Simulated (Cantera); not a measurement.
Feed: 1 mol Fe3O4, 8.5 mol CO, 7.9 mol H2, at 1052 °C and 26.0 mbar.

Method: chemical equilibrium by Gibbs-energy minimisation in Cantera with the NASA 1993 tables (ideal gas, pure condensed phases). Candidate condensed phases: C, C6H6, C7H8, C8H18, Fe, Fe(CO)5, FeO, Fe(OH)2, Fe(OH)3, Fe2O3, Fe3O4, H2O; 114 gas species. Mutual solubility and eutectic melting of coexisting phases are not modelled. The tables' stoichiometric FeO is somewhat more stable than real wüstite, so its field is too wide. FeO: taken at fixed stoichiometry. The numbers say what is thermodynamically allowed, not how fast it happens.

Base state: CO 0.438, H2 0.359, H2O 0.122, CO2 0.0800 (mole fractions); condensed: Fe(γ) + FeO(s).

Question: What changes in the equilibrium state with this change: Fe3O4 replaced by MgO?

Answer: 
```csv
species,before,after
CO,0.438,0.518
H2,0.359,0.482
H2O,0.122,4.67e-5
CO2,0.0800,2.70e-5
CH4,5.44e-9,4.05e-5
"Fe(γ), mol",2.32,0
"FeO(s), mol",0.684,0
"MgO(s), mol",0,1.000
```
Further candidate phases: Mg, MgCO3, MgO, Mg(OH)2.
